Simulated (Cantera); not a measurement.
Cantera run:

```python
import numpy as np
import cantera as ct

gas_names = """
    N NO NO2 NO3 N2 N2O O O2 O3 Si SiN SiO SiO2 Si2 Si2N Si3
""".split()
cond_names = """
    Si(cr) Si(L) SiO2(Lqz) SiO2(hqz) SiO2(L) Si2N2O(s) Si3N4(a)
""".split()


def load(file, names, dense=False):
    # The tables refer to 1 bar. Condensed volumes are neglected.
    table = {s.name: s for s in ct.Species.list_from_file(file)}
    out = []
    for n in names:
        d = dict(table[n].input_data)
        d["thermo"] = dict(d["thermo"], **{"reference-pressure": 1e5})
        if dense:
            d["equation-of-state"] = {"model": "constant-volume", "density": "1e6 g/cm^3"}
        out.append(ct.Species.from_dict(d))
    return out


gas = ct.Solution(thermo="ideal-gas", species=load("nasa_gas.yaml", gas_names))
cond = {s.name: ct.Solution(thermo="fixed-stoichiometry", species=[s], name=s.name)
        for s in load("nasa_condensed.yaml", cond_names, dense=True)}
atoms = {
    'Si3N4': {'Si': 3, 'N': 4},
    'N2O': {'N': 2, 'O': 1},
    'N2': {'N': 2},
}
top_T = {'Si2N2O(s)': 2100, 'Si3N4(a)': 2400}  # K; cautious upper limits of use, not melting points


def equilibrate(T, P, feed):
    n = {}
    for name, mol in feed.items():
        for a, k in atoms[name].items():
            n[a] = n.get(a, 0.0) + k * mol
    gas.TPX = T, P, n
    mass = sum(n.values()) * gas.mean_molecular_weight
    gas.equilibrate("TP")
    valid = [c for c in cond.values() if c.min_temp <= T <= top_T.get(c.name, c.max_temp)]
    mix = ct.Mixture([(gas, mass / gas.mean_molecular_weight)] + [(c, 0.0) for c in valid])
    mix.T, mix.P = T, P
    mix.equilibrate("TP", solver="vcs", rtol=1e-11, max_steps=5000)
    return mix


results = []
feed = {'Si3N4': 1, 'N2O': 0.014, 'N2': 110}  # mol
T = 1848  # K
P = 25  # Pa
mix = equilibrate(T, P, feed)
results.append((T, P, feed, dict(zip(mix.species_names, mix.species_moles))))
print(gas.report(threshold=0.001))
for i in range(1, mix.n_phases):
    print(f"{mix.phase(i).name:16s} {mix.phase_moles(i):12.5e} mol")
```

Output:

```
       temperature   1848 K
          pressure   25 Pa
           density   4.5617e-05 kg/m^3
  mean mol. weight   28.036 kg/kmol
   phase of matter   gas

                          1 kg             1 kmol
                     ---------------   ---------------
          enthalpy        2.2002e+06        6.1686e+07  J
   internal energy        1.6522e+06        4.6321e+07  J
           entropy             11349        3.1819e+05  J/K
    Gibbs function       -1.8773e+07       -5.2633e+08  J
 heat capacity c_p            1261.3             35363  J/K
 heat capacity c_v            964.75             27048  J/K

                      mass frac. Y      mole frac. X     chem. pot. / RT
                     ---------------   ---------------   ---------------
                N2            0.9736           0.97438           -34.997
                Si          0.024955          0.024912            -5.434
     [  +14 minor]         0.0014494        0.00071078

Si(L)             0.00000e+00 mol
SiO2(L)           0.00000e+00 mol
Si2N2O(s)         0.00000e+00 mol
Si3N4(a)          0.00000e+00 mol
```

Method: chemical equilibrium by Gibbs-energy minimisation in Cantera with the NASA 1993 tables (ideal gas, pure condensed phases). The tables' values for SiN are old estimates; treat these amounts as uncertain.
